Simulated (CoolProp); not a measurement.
Saturation properties of n-perfluorohexane.

Values from CoolProp's reference Helmholtz-energy equation of state, Gao 2022.

| T (°C) | p (MPa) | vapour density (kg/m³) |
|---|---|---|
| 25.75 | 0.03039 | 4.242 |
| 29.05 | 0.03501 | 4.847 |
| 32.35 | 0.04018 | 5.521 |
| 35.65 | 0.04594 | 6.266 |
| 38.95 | 0.05234 | 7.090 |
| 42.25 | 0.05943 | 7.998 |
| 45.45 | 0.06701 | 8.964 |
| 48.75 | 0.07561 | 10.05 |
| 52.05 | 0.08504 | 11.25 |
| 55.35 | 0.09538 | 12.55 |
| 58.65 | 0.1067 | 13.98 |
| 61.95 | 0.1190 | 15.53 |
| 65.25 | 0.1324 | 17.21 |
| 68.55 | 0.1469 | 19.04 |
| 71.85 | 0.1626 | 21.02 |

It boils at 57.1 °C under 1 atm.
